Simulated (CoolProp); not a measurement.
Vapour-liquid equilibrium of acetone (1) + p-xylene (2) at 152.15 °C; x and y are mole fractions of (1).

Values from CoolProp's multi-fluid Helmholtz-energy mixture model, Lemmon 2006 and Zhou 2012; pair parameters Bell 2016.

| x | bubble pressure (MPa) | y at the bubble point | dew pressure at overall composition x (MPa) | liquid density (mol/L) |
|---|---|---|---|---|
| 0.05 | 0.2210 | 0.357 | 0.1520 | 7.086 |
| 0.15 | 0.3540 | 0.617 | 0.1694 | 7.347 |
| 0.25 | 0.4675 | 0.726 | 0.1910 | 7.625 |
| 0.35 | 0.5680 | 0.790 | 0.2188 | 7.924 |
| 0.45 | 0.6607 | 0.835 | 0.2558 | 8.245 |
| 0.55 | 0.7501 | 0.870 | 0.3071 | 8.591 |
| 0.65 | 0.8394 | 0.901 | 0.3824 | 8.968 |
| 0.75 | 0.9318 | 0.929 | 0.5009 | 9.378 |
| 0.85 | 1.030 | 0.957 | 0.6975 | 9.830 |
| 0.95 | 1.135 | 0.986 | 1.003 | 10.33 |

No azeotrope shows between x = 0.05 and 0.95.

The pair parameters rest on a limited set of measurements; away from them the model extrapolates. The gap from Raoult's law changes sign with composition, which may be real or a fault of the pair parameters; it wasn't checked against measurements.
